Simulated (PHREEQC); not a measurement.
Solution (29 °C): 0.0044 mol/kgw LiOH and 6e-05 mol/kgw NaHS. Closed to the air; pH follows from the charge balance.

Equilibrium calculation in PHREEQC: ion-association model, phreeqc.dat.

| quantity | before | after |
|---|---|---|
| pH | 11.48 | 10.50 |
| HS- (mol/kgw) | 5.67e-5 | 5.97e-6 |
| H2S (mol/kgw) | 1.37e-9 | 1.44e-9 |

What was changed between the two runs?
A) LiOH from 0.0044 to 0.022 mol/kgw
B) LiOH from 0.0044 to 0.00088 mol/kgw
C) diluted 10-fold with water
D) NaHS from 6e-05 to 5.4e-05 mol/kgw

C, diluted 10-fold with water

Precipitation was switched off in this run. The database's pK near 12.9 for HS-/S-2 is now thought far too low, so its S-2 is overstated.
